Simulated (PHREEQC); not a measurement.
1 kg of water meets 20 L of dry gas (CO2 0.18, CH4 0.4, H2S 0.42 by moles) at fixed total pressure, at 50 °C; fugacities by Peng-Robinson. The gases take part in no redox reaction, some water evaporates into the gas, and hydrates or a liquid gas phase aren't modelled. Nothing may precipitate in this run.

Model: ion-association model, phreeqc.dat, run in PHREEQC.

Predict dissolved CO2 (all carbonate carbon) (mol/kgw) at P (atm) = 2, 3, 5, 7.5, 15.


```json
[
 {"P (atm)": "2", "dissolved CO2 (all carbonate carbon) (mol/kgw)": "0.00660"},
 {"P (atm)": "3", "dissolved CO2 (all carbonate carbon) (mol/kgw)": "0.0100"},
 {"P (atm)": "5", "dissolved CO2 (all carbonate carbon) (mol/kgw)": "0.0168"},
 {"P (atm)": "7.5", "dissolved CO2 (all carbonate carbon) (mol/kgw)": "0.0251"},
 {"P (atm)": "15", "dissolved CO2 (all carbonate carbon) (mol/kgw)": "0.0485"}
]
```

At this temperature some constants are extrapolated from 25 °C, and those without enthalpy data are left unchanged.
